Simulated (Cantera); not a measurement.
A perfectly stirred reactor is fed with H2 : O2 : N2 = 1.7 : 1 : 0.58 (molar parts), at 0.990 bar; it is held at 1348 K, and followed from long to short residence time.

Detailed kinetics in Cantera: GRI-Mech 3.0 (53 species, 325 reactions). The temperature is held fixed by assumption; the heat of reaction is taken as removed at once.

x: mole fraction; the columns are a selection and need not sum to one.

| τ (s) | x H2 | x O2 | x NO | x O | x HO2 | x H |
|---|---|---|---|---|---|---|
| 1.6 | 0.000169 | 0.0618 | 1.50e-7 | 3.69e-6 | 4.98e-6 | 1.44e-6 |
| 0.49 | 0.000387 | 0.0618 | 1.72e-7 | 8.20e-6 | 1.10e-5 | 4.56e-6 |
| 0.15 | 0.000862 | 0.0620 | 1.72e-7 | 1.93e-5 | 2.28e-5 | 1.45e-5 |
| 0.049 | … | 0.0624 | 1.67e-7 | … | … | … |
| 0.015 | 0.00364 | 0.0631 | 1.86e-7 | 0.000115 | 6.79e-5 | 0.000136 |
| 0.0048 | … | 0.0645 | … | … | … | … |
| 0.0015 | 0.0135 | 0.0673 | 4.72e-7 | 0.000640 | 0.000130 | 0.00123 |

Question: Fill in the missing entries.

Answer: 
- 0.049, x H2: 0.00177
- 0.049, x O: 4.56e-5
- 0.049, x HO2: 4.11e-5
- 0.049, x H: 4.30e-5
- 0.0048, x H2: 0.00704
- 0.0048, x NO: 2.68e-7
- 0.0048, x O: 0.000274
- 0.0048, x HO2: 9.81e-5
- 0.0048, x H: 0.000409
